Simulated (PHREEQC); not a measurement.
Solution (94 °C): 0.015 mol/kgw HNO3, 0.0012 mol/kgw Fe(NO3)3 and 0.00033 mol/kgw KF. Closed to the air; pH follows from the charge balance.

The numbers come from PHREEQC with the ion-association model, wateq4f.dat.

Precipitation was switched off in this run.

Task: Order these Fe species by the share of Fe that they hold, largest first: FeOH+2, Fe2(OH)2+4, Fe+3, FeF+2, Fe(OH)2+.

Result: FeOH+2 (63 %), FeF+2 (19 %), Fe+3 (9.0 %), Fe(OH)2+ (7.8 %), Fe2(OH)2+4 (0.94 %)

Task: Order these F species by the share of F that they hold, largest first: FeF+2, F-, HF, FeF2+.

Result: FeF+2 (68 %), HF (25 %), FeF2+ (6.6 %), F- (0.36 %)

The pH is 1.86 and the ionic strength 0.0199 mol/kgw. Examples of supersaturated solids here: Hematite (slow to form), Goethite (slow to form). Others may be too. Away from 25 °C the constants follow the database's enthalpies or fits; those with neither stay at their 25 °C values. Fluoro complexes past AlF4- and FeF3 are missing from the database.
